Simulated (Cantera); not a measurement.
Charge: 1 mol Si3N4, 0.018 mol N2O, 17 mol N2, at 1225 °C and 1.00 bar.

Method: chemical equilibrium by Gibbs-energy minimisation in Cantera with the NASA 1993 tables (ideal gas, pure condensed phases). Candidate condensed phases: Si, SiO2, Si2N2O, Si3N4; 16 gas species. Mutual solubility and eutectic melting of coexisting phases are not modelled. Kinetics and transport are ignored.

Base state: N2 1.00 (mole fractions); condensed: Si2N2O(s) + Si3N4(s).

What changes in the equilibrium state with this change: 0.072 mol CH4 added?


```
species           before    after
----------------  ------  -------
N2                  1.00    0.991
H2                     0  0.00834
HCN                    0  9.48e-5
CO                     0  8.56e-5
Si2N2O(s), mol    0.0180   0.0165
Si3N4(s), mol      0.988    0.989
C(graphite), mol       0   0.0689
```
Further candidate phases: C, C6H6, C7H8, C8H18, H2O, SiC.
